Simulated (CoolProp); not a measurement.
Saturated liquid density (kg/m³) of CH3F (R41): the reference equation beside estimates from Tc = 317.3 K, pc = 59.06 bar, ω = 0.200. Rackett uses Z = 0.29056 − 0.08775 ω.

Model: reference Helmholtz-energy equation of state, Lemmon 2006, in CoolProp. It is a short technical equation, of lower accuracy than the large ones.

```json
[
 {"T (K)": "168", "reference": "934.8", "Rackett": "795.1", "Soave-Redlich-Kwong": "739.4"},
 {"T (K)": "170", "reference": "930.9", "Rackett": "791.9", "Soave-Redlich-Kwong": "736.7"},
 {"T (K)": "171.9", "reference": "927.3", "Rackett": "788.8", "Soave-Redlich-Kwong": "734.0"},
 {"T (K)": "173.9", "reference": "923.3", "Rackett": "785.6", "Soave-Redlich-Kwong": "731.2"},
 {"T (K)": "175.9", "reference": "919.4", "Rackett": "782.3", "Soave-Redlich-Kwong": "728.3"},
 {"T (K)": "177.9", "reference": "915.5", "Rackett": "779.1", "Soave-Redlich-Kwong": "725.4"},
 {"T (K)": "179.8", "reference": "911.7", "Rackett": "775.9", "Soave-Redlich-Kwong": "722.6"},
 {"T (K)": "181.8", "reference": "907.7", "Rackett": "772.6", "Soave-Redlich-Kwong": "719.7"},
 {"T (K)": "183.8", "reference": "903.7", "Rackett": "769.3", "Soave-Redlich-Kwong": "716.6"},
 {"T (K)": "185.8", "reference": "899.7", "Rackett": "766.0", "Soave-Redlich-Kwong": "713.6"},
 {"T (K)": "187.7", "reference": "895.8", "Rackett": "762.8", "Soave-Redlich-Kwong": "710.6"},
 {"T (K)": "189.7", "reference": "891.7", "Rackett": "759.4", "Soave-Redlich-Kwong": "707.5"},
 {"T (K)": "191.7", "reference": "887.6", "Rackett": "756.0", "Soave-Redlich-Kwong": "704.3"},
 {"T (K)": "193.7", "reference": "883.4", "Rackett": "752.5", "Soave-Redlich-Kwong": "701.1"}
]
```

Absolute difference from the reference over all 14 rows, mean and median: Rackett 14.9 and 14.9 %, Soave-Redlich-Kwong 20.7 and 20.7 %.
